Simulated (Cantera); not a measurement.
A jet of CH4 : O2 : N2 = 0.088 : 0.075 : 0.79 (molar parts) at 300 K and 71.3 Torr hits a platinum plate 8.9 cm away at a mass flux of 0.12 kg/m²/s; the plate temperature is set and raised in steps from an oxygen-covered start.

Detailed kinetics in Cantera: Deutschmann's 1995 Pt surface mechanism with GRI-Mech 3.0 gas chemistry. Catalytic surfaces can have several steady states; this one follows from the mechanism file's or the stated starting coverage.

x: mole fraction at the wall; θ: surface coverage.

```tsv
plate T (K)	wall x CH4	wall x O2	wall x H2O	wall x OH	wall x CO	wall x CO2	θ free Pt	θ H*	θ CO*	θ C*
850	0.0512	0.0148	0.0731	<1e-8	0.0429	5.11e-5	0.240	0.000850	0.220	0.540
900	0.0475	0.0136	0.0716	<1e-8	0.0466	3.04e-5	0.260	0.00141	0.102	0.636
950	0.0402	0.0110	0.0689	<1e-8	0.0541	3.02e-5	0.303	0.00189	0.0644	0.630
1000	___	___	0.0639	<1e-8	___	___	___	___	___	___
1050	___	___	___	<1e-8	___	___	___	___	___	___
```

Q: Some entries are withheld; supply them.

A: 
- 1000, wall x CH4: 0.0286
- 1000, wall x O2: 0.00742
- 1000, wall x CO: 0.0659
- 1000, wall x CO2: 4.84e-5
- 1000, θ free Pt: 0.389
- 1000, θ H*: 0.00240
- 1000, θ CO*: 0.0568
- 1000, θ C*: 0.552
- 1050, wall x CH4: 0.0131
- 1050, wall x O2: 0.00339
- 1050, wall x H2O: 0.0561
- 1050, wall x CO: 0.0813
- 1050, wall x CO2: 0.000194
- 1050, θ free Pt: 0.607
- 1050, θ H*: 0.00316
- 1050, θ CO*: 0.0810
- 1050, θ C*: 0.309
